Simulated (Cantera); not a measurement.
A Cantera script and its output.

```python
import numpy as np
import cantera as ct

gas = ct.Solution("gri30.yaml")
gas.TPX = 1400, 890000, {'C3H8': 1, 'O2': 8.47, 'N2': 31.9}
reactor = ct.IdealGasReactor(gas, energy="on", clone=False)
net = ct.ReactorNet([reactor])
net.rtol, net.atol = 1e-08, 1e-16
show = ['C3H8', 'O2', 'OH', 'C2H6', 'CO']
times = np.geomspace(3e-06, 0.2, 11)

steps = ct.SolutionArray(gas, extra=["t"])
rows = []
print(f"{'t/s':>10s}{'T/K':>9s}{'P/Pa':>11s}" + "".join(f"{s:>11s}" for s in show))
for t in times:
    while net.time < t:
        t_next = net.step()
        steps.append(gas.state, t=t_next)
    rows.append([np.interp(t, steps.t, y) for y in (steps.T, steps.P, *steps(*show).X.T)])
    print(f"{t:10.3e}{rows[-1][0]:9.1f}{rows[-1][1]:11.4g}" + "".join(f"{x:11.3e}" for x in rows[-1][2:]))
rate = np.gradient(steps.T, steps.t)
print("integrator steps:", len(steps.t))
if steps.T.max() > steps.T[0] + 200:
    print(f"time of steepest temperature rise: {steps.t[rate.argmax()]:.4e} s")
gas.TPX = 1400, 890000, {'C3H8': 1, 'O2': 8.47, 'N2': 31.9}
gas.equilibrate("UV")
print(f"equilibrium (UV): T = {gas.T:.1f} K  " + "  ".join(f"{s} {gas[s].X[0]:.3e}" for s in show))
```

Output:

```
       t/s      T/K       P/Pa       C3H8         O2         OH       C2H6         CO
 3.000e-06   1399.3  8.897e+05  2.406e-02  2.047e-01  8.950e-07  2.989e-06  1.819e-07
 9.110e-06   1399.1    8.9e+05  2.353e-02  2.043e-01  2.599e-06  7.964e-05  9.577e-06
 2.766e-05   1403.7   8.95e+05  2.125e-02  2.028e-01  4.194e-06  5.522e-04  1.931e-04
 8.400e-05   2793.6  1.837e+06  3.331e-45  8.058e-02  1.159e-02  3.539e-31  7.640e-03
 2.551e-04   2777.8  1.826e+06  1.938e-45  7.657e-02  1.104e-02  2.444e-31  7.380e-03
 7.746e-04   2761.5  1.814e+06  1.504e-45  7.248e-02  1.049e-02  2.048e-31  7.123e-03
 2.352e-03   2758.2  1.812e+06  1.428e-45  7.166e-02  1.038e-02  1.975e-31  7.072e-03
 7.143e-03   2758.2  1.812e+06  1.427e-45  7.166e-02  1.038e-02  1.975e-31  7.071e-03
 2.169e-02   2758.2  1.812e+06  1.427e-45  7.166e-02  1.038e-02  1.975e-31  7.071e-03
 6.586e-02   2758.2  1.812e+06  1.427e-45  7.166e-02  1.038e-02  1.975e-31  7.071e-03
 2.000e-01   2758.2  1.812e+06  1.427e-45  7.166e-02  1.038e-02  1.975e-31  7.071e-03
integrator steps: 1867
time of steepest temperature rise: 6.5395e-05 s
equilibrium (UV): T = 2758.2 K  C3H8 2.596e-45  O2 7.166e-02  OH 1.038e-02  C2H6 3.494e-31  CO 7.071e-03
```

Model: GRI-Mech 3.0 (53 species, 325 reactions), integrated in Cantera. GRI-Mech 3.0 was tuned for natural gas; its chemistry of propane as a main component is partial and can be far from experiment.
